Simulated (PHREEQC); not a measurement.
Solution (10 °C): 0.052 mol MnCl2 and 0.068 mol KNO3 per kg of water. Closed to the air; pH follows from the charge balance.

Model: ion-association model, phreeqc.dat, run in PHREEQC.

No solid was allowed to form.

Task: Order these Cl species by the share of Cl that they hold, largest first: MnCl2, MnCl+, Cl-.

Result: Cl- (94 %), MnCl+ (5.6 %), MnCl2 (0.24 %)

The pH is 6.46 and the ionic strength 0.211 mol/kgw. Species that the database lacks are ignored. Constants without temperature data keep their 25 °C values here.
